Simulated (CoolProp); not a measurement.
Propylene along the isotherm 411.3 K: fugacity coefficient from the reference equation and from simpler models built on Tc = 364.2 K, pc = 4555 kPa, ω = 0.146; each cubic takes its own stable root.

Computed with CoolProp (reference Helmholtz-energy equation of state, Lemmon 2013).

```csv
p (kPa),phase,reference
36,gas,0.9982
56.1,gas,0.9971
87.3,gas,0.9955
136,gas,0.9930
212,gas,0.9891
330,gas,0.9831
513,gas,0.9738
799,gas,0.9594
1240,gas,0.9374
1940,gas,0.9030
3020,gas,0.8511
4700,supercritical,0.7731
7310,supercritical,0.6579
11400,supercritical,0.5185
```

Problem. How far does each simpler model (Redlich-Kwong, Soave-Redlich-Kwong, Peng-Robinson) lie from the reference over these 14 states: mean and median of the absolute difference, and the worst?

Solution. 
- Redlich-Kwong: mean 0.2 %, median 0.1 %, worst -1.1 % at 411.3 K and 7310 kPa
- Soave-Redlich-Kwong: mean 0.5 %, median 0.1 %, worst +3.8 % at 411.3 K and 11400 kPa
- Peng-Robinson: mean 0.9 %, median 0.4 %, worst -3.2 % at 411.3 K and 7310 kPa
